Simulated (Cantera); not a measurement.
Input (Python, Cantera) and output of one run.

```python
import numpy as np
import cantera as ct

gas_names = [...]  # 110 gases of nasa_gas.yaml made of C, H, O
cond_names = """
    C(gr) C6H6(L) C7H8(L) C8H18(L),n-octa H2O(s) H2O(L)
""".split()


# ... load() reads the species with a 1 bar reference pressure and builds the phases ...
atoms = {
    'C2H4': {'C': 2, 'H': 4},
    'O2': {'O': 2},
    'H2': {'H': 2},
}
top_T = {'C(gr)': 4500}  # K; cautious upper limits of use, not melting points


# ... equilibrate(T, P, feed) seeds the gas with the atoms and calls Mixture.equilibrate('TP', solver="vcs", rtol=1e-11, max_steps=5000) ...
results = []
feed = {'C2H4': 1, 'O2': 0.011, 'H2': 45}  # mol
P = 240  # Pa
for T in [650, 725, 800, 875, 950, 1025, 1100, 1175, 1250, 1325, 1400, 1475]:
    mix = equilibrate(T, P, feed)
    results.append((T, P, feed, dict(zip(mix.species_names, mix.species_moles))))

top = {s: max(r[3][s] / sum(r[3][g] for g in gas_names) for r in results) for s in gas_names}
cols = sorted((s for s in top if top[s] > 0.001), key=lambda s: -top[s])[:8]
seen = [c for c in cond_names if any(r[3].get(c, 0) > 1e-12 for r in results)]
print("log10 of partial pressures in bar; condensed amounts in mol")
print(f"{'T/K':>10s}" + "".join(f"{s[:9]:>10s}" for s in cols + seen))
for T, P, feed, n in results:
    ng = sum(n[g] for g in gas_names)
    print(f"{T:10.4g}" + "".join(f"{np.log10(max(n[s] / ng * P / 1e5, 1e-99)):10.3f}" for s in cols)
          + "".join(f"{n.get(c, 0):10.4g}" for c in seen))
```

Output:

```
log10 of partial pressures in bar; condensed amounts in mol
       T/K        H2       CH4     C(gr)
       650    -2.640    -3.973         0
       725    -2.625    -4.540     1.427
       800    -2.621    -5.114     1.829
       875    -2.620    -5.601     1.929
       950    -2.620    -6.016     1.959
      1025    -2.620    -6.374      1.97
      1100    -2.620    -6.685     1.974
      1175    -2.620    -6.958     1.976
      1250    -2.620    -7.199     1.977
      1325    -2.620    -7.413     1.977
      1400    -2.620    -7.605     1.977
      1475    -2.620    -7.777     1.977
```

Equilibrium computed with Cantera from the NASA thermochemical tables; the gas is ideal and each condensed phase is pure.
